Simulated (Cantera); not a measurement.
A closed system holds: 1 mol SiCl₄, 0.75 mol C₃H₈, 780 mol H₂, at 2423.15 K and 1.60 mbar.

Cantera equilibrium calculation (NASA polynomials, part measured and part estimated; ideal gas, pure solids and liquids). Candidate condensed phases: C, C₆H₆, C₇H₈, C₈H₁₈, Si, SiC; 109 gas species. The numbers say what is thermodynamically allowed, not how fast it happens.

Base state: H₂ 0.639, H 0.355, HCl 0.00300, Cl 0.00118, C₂H₂ (acetylene) 0.00107, Si 0.000991, SiC₂ 4.42e-5, C₂H 3.60e-5 (mole fractions); condensed: gas only.

Problem. What changes in the equilibrium state with this change: C₃H₈ from 0.75 to 0.12 mol?

Solution. 
| species | before | after |
|---|---|---|
| H₂ | 0.639 | 0.640 |
| H | 0.355 | 0.355 |
| HCl | 0.00300 | 0.00301 |
| C₂H₂ (acetylene) | 0.00107 | 0.000171 |
| Si | 0.000991 | 0.00103 |
| C₂H | 3.60e-5 | 5.75e-6 |
| SiC₂ | 4.42e-5 | 7.33e-6 |
